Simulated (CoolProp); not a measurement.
The numbers come from the reference Helmholtz-energy equation of state, Thol 2018 in CoolProp.

Problem. For hydrogen chloride, give the phase and the cv (kJ/(kg K)), Joule-Thomson coefficient (K/MPa), fugacity coefficient at 359.9 K and 12.5 MPa; 359.9 K and 14.5 MPa; 359.9 K and 16.6 MPa.

Solution. 
- 359.9 K and 12.5 MPa: supercritical; cv 0.935, Joule-Thomson coefficient 5.61, fugacity coefficient 0.638
- 359.9 K and 14.5 MPa: supercritical; cv 0.941, Joule-Thomson coefficient 3.96, fugacity coefficient 0.587
- 359.9 K and 16.6 MPa: supercritical; cv 0.897, Joule-Thomson coefficient 2.59, fugacity coefficient 0.541
